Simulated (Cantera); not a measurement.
# Premixed flame

A freely propagating, adiabatic, planar premixed flame of 5.04 % CO, 0.857 % H₂, 4.69 % CH₄, 15.8 % O₂, 66.6 % N₂, 7.06 % CO₂, equivalence ratio 0.78, unburnt at 700 K and 3750 Torr; mixture-averaged transport, grid criteria slope 0.08 and curve 0.16, no radiation.

Computed with Cantera and GRI-Mech 3.0 (53 species, 325 reactions). Burning velocities carry a grid error of a few per cent, more on coarse grids.

```json
[
 {"z (mm)": "-0.422", "T (K)": "701", "u (m/s)": "0.554", "x CO": "0.0504", "x H₂": "0.00830", "x CH₄": "0.0469", "x CH₃": "<1e-8", "x C₂H₆": "7.05e-8", "x NO₂": "<1e-8"},
 {"z (mm)": "-0.282", "T (K)": "705", "u (m/s)": "0.557", "x CO": "0.0504", "x H₂": "0.00800", "x CH₄": "0.0466", "x CH₃": "3.80e-8", "x C₂H₆": "5.89e-7", "x NO₂": "<1e-8"},
 {"z (mm)": "-0.211", "T (K)": "717", "u (m/s)": "0.566", "x CO": "0.0504", "x H₂": "0.00768", "x CH₄": "0.0460", "x CH₃": "1.56e-7", "x C₂H₆": "2.80e-6", "x NO₂": "2.22e-8"},
 {"z (mm)": "-0.141", "T (K)": "773", "u (m/s)": "0.611", "x CO": "0.0504", "x H₂": "0.00716", "x CH₄": "0.0430", "x CH₃": "1.56e-6", "x C₂H₆": "2.06e-5", "x NO₂": "1.10e-7"},
 {"z (mm)": "-0.0704", "T (K)": "1035", "u (m/s)": "0.820", "x CO": "0.0505", "x H₂": "0.00638", "x CH₄": "0.0303", "x CH₃": "6.19e-5", "x C₂H₆": "0.000164", "x NO₂": "2.76e-7"},
 {"z (mm)": "-0.0352", "T (K)": "1328", "u (m/s)": "1.05", "x CO": "0.0504", "x H₂": "0.00587", "x CH₄": "0.0166", "x CH₃": "0.000356", "x C₂H₆": "0.000245", "x NO₂": "1.29e-7"},
 {"z (mm)": "0", "T (K)": "1649", "u (m/s)": "1.30", "x CO": "0.0461", "x H₂": "0.00456", "x CH₄": "0.00326", "x CH₃": "0.000404", "x C₂H₆": "2.73e-5", "x NO₂": "2.43e-8"},
 {"z (mm)": "0.0352", "T (K)": "1811", "u (m/s)": "1.42", "x CO": "0.0327", "x H₂": "0.00263", "x CH₄": "0.000122", "x CH₃": "2.57e-5", "x C₂H₆": "3.58e-8", "x NO₂": "1.59e-8"},
 {"z (mm)": "0.0704", "T (K)": "1890", "u (m/s)": "1.47", "x CO": "0.0223", "x H₂": "0.00192", "x CH₄": "3.01e-6", "x CH₃": "7.74e-7", "x C₂H₆": "<1e-8", "x NO₂": "1.95e-8"},
 {"z (mm)": "0.141", "T (K)": "1973", "u (m/s)": "1.53", "x CO": "0.0129", "x H₂": "0.00133", "x CH₄": "<1e-8", "x CH₃": "<1e-8", "x C₂H₆": "<1e-8", "x NO₂": "2.66e-8"},
 {"z (mm)": "0.282", "T (K)": "2037", "u (m/s)": "1.57", "x CO": "0.00666", "x H₂": "0.000720", "x CH₄": "<1e-8", "x CH₃": "<1e-8", "x C₂H₆": "<1e-8", "x NO₂": "3.54e-8"},
 {"z (mm)": "0.563", "T (K)": "2073", "u (m/s)": "1.59", "x CO": "0.00303", "x H₂": "0.000332", "x CH₄": "<1e-8", "x CH₃": "<1e-8", "x C₂H₆": "<1e-8", "x NO₂": "3.75e-8"},
 {"z (mm)": "1.13", "T (K)": "2088", "u (m/s)": "1.60", "x CO": "0.00148", "x H₂": "0.000174", "x CH₄": "<1e-8", "x CH₃": "<1e-8", "x C₂H₆": "<1e-8", "x NO₂": "3.47e-8"}
]
```
x: mole fraction of selected species; z is measured from the peak of heat release.

```json
{
 "laminar_burning_velocity": "55.3 cm/s",
 "thermal_thickness": "0.141 mm",
 "peak x(CH₃)": "0.000545",
 "peak x(C₂H₆)": "0.000252",
 "grid_points": "131"
}
```
